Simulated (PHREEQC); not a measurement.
Solution (25 °C): 0.18 mol NaH2PO4, 0.054 mol HNO3 and 0.0007 mol ZnSO4 per kg of water. Closed to the air; pH follows from the charge balance.

Model: ion-association model, wateq4f.dat, run in PHREEQC.

```yaml
pH: 2.45
ionic_strength: 0.187 mol/kgw
activity_of_water: 0.993
total_alkalinity: -54.0 meq/kg
```

```csv
species,molality,activity,log γ
Na+,0.180,0.134,-0.127
H2PO4-,0.131,0.0979,-0.125
NO3-,0.0540,0.0378,-0.155
H3PO4,0.0495,0.0516,0.019
H+,0.00447,0.00358,-0.097
Zn+2,0.000692,0.000231,-0.476
SO4-2,0.000491,0.000147,-0.523
NaSO4-,0.000132,9.90e-5,-0.125
HSO4-,6.98e-5,5.12e-5,-0.135
```

This is a speciation only: nothing precipitates in the calculation. Species that the database lacks are ignored. H3PO4, which wateq4f.dat lacks, is added to it with the constant of phreeqc.dat. The database has no phosphate complexes of Zn.
